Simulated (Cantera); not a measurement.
## Equilibrium for fluorocarbon and chlorocarbon gases: CH₂F₂ + HCl + H₂

Charge: 1 mol CH₂F₂, 0.2 mol HCl, 0.091 mol H₂, equilibrated at 0.00900 Torr.

Cantera equilibrium calculation (NASA polynomials, part measured and part estimated; ideal gas, pure solids and liquids). Candidate condensed phases: C, C₆H₆, C₇H₈, C₈H₁₈; 135 gas species. Ions and electrons are included (thermal ionisation). Kinetics and transport are ignored.

```tsv
T (°C)	x H	x HF	x F	x C	x Cl	x C₃	x C₂	n C(graphite)
2227	0.282	0.426	0.166	0.0139	0.0593	0.0414	0.00382	0.490
2477	0.408	0.0897	0.323	0.0884	0.0418	0.0311	0.0107	0
2727	0.424	0.0116	0.353	0.168	0.0366	0.00164	0.00418	0
2977	0.426	0.00188	0.357	0.178	0.0359	3.12e-5	0.000710	0
3227	0.427	0.000390	0.358	0.179	0.0358	9.19e-7	0.000142	0
3477	0.427	9.91e-5	0.358	0.179	0.0358	4.26e-8	3.51e-5	0
3727	0.427	2.98e-5	0.358	0.179	0.0358	2.88e-9	1.03e-5	0
3977	0.426	1.03e-5	0.358	0.178	0.0358	2.66e-10	3.45e-6	0
4227	0.426	3.99e-6	0.358	0.177	0.0358	3.16e-11	1.30e-6	0
4477	0.425	1.70e-6	0.357	0.175	0.0357	4.60e-12	5.35e-7	0
4727	0.424	7.88e-7	0.356	0.171	0.0355	<1e-12	2.34e-7	0
```
x: gas mole fraction; n: condensed amount in mol.

At 2227 °C the condensed part is C(graphite). From 2477 °C to 4727 °C nothing is condensed. The main C-bearing gas is C₃ at 2227 °C and C at 4727 °C.
